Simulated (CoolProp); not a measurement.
Vapour-liquid equilibrium of hydrogen sulfide (1) + n-hexane (2) at 0.118 MPa; x and y are mole fractions of (1).

The numbers come from the multi-fluid Helmholtz-energy mixture model, Lemmon 2006 and Thol 2019; pair parameters Kunz 2012 in CoolProp.

```json
[
 {"x": "0.05", "bubble temperature, mixture model (°C)": "6.7", "bubble temperature, Raoult's law (°C)": "24.4", "y, mixture model": "0.928", "y, Raoult's law": "0.842"},
 {"x": "0.125", "bubble temperature, mixture model (°C)": "…", "bubble temperature, Raoult's law (°C)": "-4.2", "y, mixture model": "0.994", "y, Raoult's law": "0.964"},
 {"x": "0.2", "bubble temperature, mixture model (°C)": "…", "bubble temperature, Raoult's law (°C)": "-18.2", "y, mixture model": "0.998", "y, Raoult's law": "0.986"},
 {"x": "0.275", "bubble temperature, mixture model (°C)": "-49.6", "bubble temperature, Raoult's law (°C)": "-27.0", "y, mixture model": "0.998", "y, Raoult's law": "0.993"},
 {"x": "0.35", "bubble temperature, mixture model (°C)": "…", "bubble temperature, Raoult's law (°C)": "-33.3", "y, mixture model": "0.999", "y, Raoult's law": "0.996"},
 {"x": "0.425", "bubble temperature, mixture model (°C)": "-52.3", "bubble temperature, Raoult's law (°C)": "-38.1", "y, mixture model": "0.999", "y, Raoult's law": "0.997"},
 {"x": "0.5", "bubble temperature, mixture model (°C)": "-52.6", "bubble temperature, Raoult's law (°C)": "-42.0", "y, mixture model": "0.999", "y, Raoult's law": "0.998"},
 {"x": "0.575", "bubble temperature, mixture model (°C)": "-52.9", "bubble temperature, Raoult's law (°C)": "-45.3", "y, mixture model": "0.999", "y, Raoult's law": "0.999"},
 {"x": "0.65", "bubble temperature, mixture model (°C)": "…", "bubble temperature, Raoult's law (°C)": "-48.1", "y, mixture model": "0.999", "y, Raoult's law": "0.999"},
 {"x": "0.725", "bubble temperature, mixture model (°C)": "-53.6", "bubble temperature, Raoult's law (°C)": "-50.5", "y, mixture model": "0.999", "y, Raoult's law": "1.000"},
 {"x": "0.8", "bubble temperature, mixture model (°C)": "-54.3", "bubble temperature, Raoult's law (°C)": "-52.6", "y, mixture model": "0.999", "y, Raoult's law": "1.000"},
 {"x": "0.875", "bubble temperature, mixture model (°C)": "-55.2", "bubble temperature, Raoult's law (°C)": "-54.5", "y, mixture model": "0.999", "y, Raoult's law": "1.000"},
 {"x": "0.95", "bubble temperature, mixture model (°C)": "-56.3", "bubble temperature, Raoult's law (°C)": "-56.2", "y, mixture model": "1.000", "y, Raoult's law": "1.000"}
]
```

Task: Complete the blanks.

Result: 
- 0.125, bubble temperature, mixture model (°C): -33.0
- 0.2, bubble temperature, mixture model (°C): -44.9
- 0.35, bubble temperature, mixture model (°C): -51.6
- 0.65, bubble temperature, mixture model (°C): -53.1

The largest gap from Raoult's law is -28.8 K in bubble temperature, at x = 0.125. No azeotrope shows between x = 0.05 and 0.95.

The pair parameters rest on a limited set of measurements; away from them the model extrapolates. With so large a gap from Raoult's law the liquid may split in two, which this calculation doesn't test in full.
